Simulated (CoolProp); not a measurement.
Vapour-liquid equilibrium of n-butane (1) + n-decane (2) at 0.171 MPa; x and y are mole fractions of (1).

Computed with CoolProp (multi-fluid Helmholtz-energy mixture model, Bücker 2006 and Lemmon 2006; pair parameters Kunz 2012).

```json
[
 {"x": "0.05", "bubble temperature (K)": "419.3", "y at the bubble point": "0.723", "dew temperature at overall composition x (K)": "466.7", "liquid density (mol/L)": "4.530"},
 {"x": "0.2", "bubble temperature (K)": "345.4", "y at the bubble point": "0.985", "dew temperature at overall composition x (K)": "459.1", "liquid density (mol/L)": "5.388"},
 {"x": "0.35", "bubble temperature (K)": "321.2", "y at the bubble point": "0.996", "dew temperature at overall composition x (K)": "450.4", "liquid density (mol/L)": "6.031"},
 {"x": "0.5", "bubble temperature (K)": "308.6", "y at the bubble point": "0.999", "dew temperature at overall composition x (K)": "440.2", "liquid density (mol/L)": "6.697"},
 {"x": "0.65", "bubble temperature (K)": "300.3", "y at the bubble point": "0.999", "dew temperature at overall composition x (K)": "427.2", "liquid density (mol/L)": "7.458"},
 {"x": "0.8", "bubble temperature (K)": "294.1", "y at the bubble point": "1.000", "dew temperature at overall composition x (K)": "408.8", "liquid density (mol/L)": "8.385"},
 {"x": "0.95", "bubble temperature (K)": "288.9", "y at the bubble point": "1.000", "dew temperature at overall composition x (K)": "370.9", "liquid density (mol/L)": "9.582"}
]
```

No azeotrope shows between x = 0.05 and 0.95.

The pair parameters rest on a limited set of measurements; away from them the model extrapolates. The gap from Raoult's law changes sign with composition, which may be real or a fault of the pair parameters; it wasn't checked against measurements.
